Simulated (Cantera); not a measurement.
A closed system holds: 1 mol c-C4F8, 0.014 mol HCl, 0.19 mol H2, at 1227 °C and 5.78 Torr.

These are equilibrium values from Cantera (NASA tables, ideal gas, pure condensed phases), not measurements of a reactor. Candidate condensed phases: C, C6H6, C7H8, C8H18; 118 gas species. The feed counts by its element totals alone. Gases not in the tables: C2F6 and larger saturated fluorocarbons. The numbers say what is thermodynamically allowed, not how fast it happens.

Base state: CF4 0.823, HF 0.170, Cl 0.00523, CF2 0.000442, HCl 0.000420, CClF3 0.000285, CF3 9.15e-5, F 7.23e-5 (mole fractions); condensed: C(graphite).

Question: What changes in the equilibrium state with this change: temperature from 1227 °C to 700 °C?

Answer: 
| species | before | after |
|---|---|---|
| CF4 | 0.823 | 0.828 |
| HF | 0.170 | 0.166 |
| HCl | 0.000420 | 0.00535 |
| Cl | 0.00523 | 3.05e-5 |
| CF2 | 0.000442 | 2.19e-9 |
| F | 7.23e-5 | <1e-9 |
| CF3 | 9.15e-5 | 4.66e-9 |
| Cl2 | 6.18e-5 | 0.000108 |
| C(graphite), mol | 2.10 | 2.10 |

Question: What changes in the equilibrium state with this change: c-C4F8 replaced by CCl4?

Answer: 
| species | before | after |
|---|---|---|
| Cl | 0.00523 | 0.434 |
| Cl2 | 6.18e-5 | 0.426 |
| HCl | 0.000420 | 0.140 |
| CF4 | 0.823 | 0 |
| HF | 0.170 | 0 |
| CF2 | 0.000442 | 0 |
| CClF3 | 0.000285 | 0 |
| C(graphite), mol | 2.10 | 1.000 |

Question: What changes in the equilibrium state with this change: pressure from 5.78 Torr to 0.0405 Torr?

Answer: 
```tsv
species	before	after
CF4	0.823	0.816
HF	0.170	0.170
Cl	0.00523	0.00601
CF2	0.000442	0.00525
F	7.23e-5	0.00298
Cl2	6.18e-5	5.72e-7
CClF3	0.000285	7.86e-6
HCl	0.000420	1.17e-5
C(graphite), mol	2.10	2.09
```
